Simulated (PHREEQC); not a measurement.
# Leach liquor: speciation

Make-up at 25 °C: 0.37 mol/kgw H2SO4, 0.00013 mol/kgw CuSO4 and 0.031 mol/kgw Fe2(SO4)3. Closed to the air; pH follows from the charge balance.

Model: ion-association model, phreeqc.dat, run in PHREEQC.

Each row changes one thing in this solution. This is a speciation only: nothing precipitates in the calculation.

| case | pH | ionic strength (mol/kgw) | HSO4- (mol/kgw) | SO4-2 (mol/kgw) | Cu+2 (mol/kgw) | CuSO4 (mol/kgw) |
|---|---|---|---|---|---|---|
| as made | 0.57 | 0.541 | 0.349 | 0.0491 | 9.09e-5 | 3.91e-5 |
| H2SO4 from 0.37 to 0.407 mol/kgw | 0.53 | [?] | 0.385 | 0.0508 | 9.17e-5 | 3.83e-5 |
| H2SO4 from 0.37 to 0.074 mol/kgw | [?] | 0.191 | 0.0672 | 0.0321 | 8.03e-5 | 4.97e-5 |
| H2SO4 from 0.37 to 0.185 mol/kgw | 0.87 | 0.329 | 0.172 | [?] | 8.57e-5 | 4.43e-5 |
| diluted 100-fold with water | 2.24 | 0.0101 | 0.00119 | 0.00289 | 1.03e-6 | 2.72e-7 |
| Fe2(SO4)3 left out | 0.51 | 0.445 | 0.333 | 0.0372 | 9.41e-5 | 3.59e-5 |
| 0.011 mol/kgw KOH added | [?] | 0.542 | 0.348 | 0.0501 | 9.04e-5 | 3.96e-5 |

### Question
Fill in the missing entries.

### Answer

- H2SO4 from 0.37 to 0.407 mol/kgw, ionic strength (mol/kgw): 0.582
- H2SO4 from 0.37 to 0.074 mol/kgw, pH: 1.27
- H2SO4 from 0.37 to 0.185 mol/kgw, SO4-2 (mol/kgw): 0.0398
- 0.011 mol/kgw KOH added, pH: 0.58

Some of these states are supersaturated (in Hematite (slow to form), Goethite (slow to form), for instance).
